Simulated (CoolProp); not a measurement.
Model: reference Helmholtz-energy equation of state, Gedanitz 2015, in CoolProp.

For cyclopentane, give the phase and the density (kg/m³), isothermal compressibility (1/MPa), fugacity coefficient at 468.5 K and 147 bar.


- 468.5 K and 147 bar: liquid; density 580, isothermal compressibility 0.00558, fugacity coefficient 0.188
